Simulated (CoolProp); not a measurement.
Vapour-liquid equilibrium of CH2F2 (R32) (1) + fluoroethane (R161) (2) at -36.15 °C; x and y are mole fractions of (1).

Values from CoolProp's multi-fluid Helmholtz-energy mixture model, Tillner-Roth 1997 and Wu 2012; pair parameters Bell 2016.

```csv
x,"bubble pressure, mixture model (bar)","bubble pressure, Raoult's law (bar)","y, mixture model","y, Raoult's law"
0.05,1.155,1.132,0.108,0.093
0.125,1.258,1.208,0.240,0.218
0.2,1.350,1.285,0.346,0.328
0.275,1.435,1.362,0.435,0.425
0.35,1.515,1.439,0.513,0.512
0.425,1.590,1.516,0.583,0.590
0.5,1.663,1.593,0.647,0.661
0.575,1.732,1.670,0.707,0.725
0.65,1.800,1.747,0.764,0.784
0.725,1.867,1.824,0.818,0.837
0.8,1.933,1.901,0.870,0.886
0.875,1.998,1.978,0.920,0.932
0.95,2.063,2.055,0.969,0.974
```

The largest gap from Raoult's law is +5.4 % in bubble pressure, at x = 0.275. No azeotrope shows between x = 0.05 and 0.95.

Pair parameters are fitted to limited data, so mixtures are less certain than the pure fluids.
